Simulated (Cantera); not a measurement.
Standard-state values (1 bar) from the NASA 1993 polynomials, evaluated with Cantera. Values are per mole of reaction as written; species without (g) are pure solids or liquids, kept so even where they would boil at 1 bar.

3 F2(g) + N2(g) → 2 NF3(g)

```json
[
 {"T (K)": "300", "ΔH° (kJ)": "(withheld)", "ΔS° (J/K)": "(withheld)", "ΔG° (kJ)": "(withheld)", "log10 K": "(withheld)"},
 {"T (K)": "2475", "ΔH° (kJ)": "-230.3", "ΔS° (J/K)": "-256.3", "ΔG° (kJ)": "404.1", "log10 K": "-8.53"},
 {"T (K)": "2575", "ΔH° (kJ)": "(withheld)", "ΔS° (J/K)": "(withheld)", "ΔG° (kJ)": "(withheld)", "log10 K": "(withheld)"},
 {"T (K)": "2675", "ΔH° (kJ)": "-225.7", "ΔS° (J/K)": "-254.5", "ΔG° (kJ)": "455.1", "log10 K": "-8.89"},
 {"T (K)": "2775", "ΔH° (kJ)": "(withheld)", "ΔS° (J/K)": "(withheld)", "ΔG° (kJ)": "(withheld)", "log10 K": "(withheld)"},
 {"T (K)": "2875", "ΔH° (kJ)": "(withheld)", "ΔS° (J/K)": "(withheld)", "ΔG° (kJ)": "(withheld)", "log10 K": "(withheld)"}
]
```

Some entries are withheld; supply them.


- 300, ΔH° (kJ): -263.4
- 300, ΔS° (J/K): -278.5
- 300, ΔG° (kJ): -179.9
- 300, log10 K: 31.32
- 2575, ΔH° (kJ): -228.1
- 2575, ΔS° (J/K): -255.4
- 2575, ΔG° (kJ): 429.6
- 2575, log10 K: -8.72
- 2775, ΔH° (kJ): -223.3
- 2775, ΔS° (J/K): -253.6
- 2775, ΔG° (kJ): 480.5
- 2775, log10 K: -9.05
- 2875, ΔH° (kJ): -220.8
- 2875, ΔS° (J/K): -252.7
- 2875, ΔG° (kJ): 505.9
- 2875, log10 K: -9.19
